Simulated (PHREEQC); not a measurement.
**Copper plating or etch bath**

Dissolve 0.17 mol/kgw CuSO4 and 0.0014 mol/kgw HBF4 at 75 °C. Closed to the air; pH follows from the charge balance.

All values are PHREEQC results (ion-association model, phreeqc.dat), not measurements.

This is a speciation only: nothing precipitates in the calculation.

### Question
Predict the pH.

### Answer
pH 3.44.

### Question
In which forms is B present?

### Answer
H3BO3 89 %, BF2(OH)2- 6.1 %, BF4- 3.1 %, BF3OH- 1.6 % of the B.

At this temperature some constants are extrapolated from 25 °C, and those without enthalpy data are left unchanged. Real BF4- forms and hydrolyses slowly; the run takes it at equilibrium.
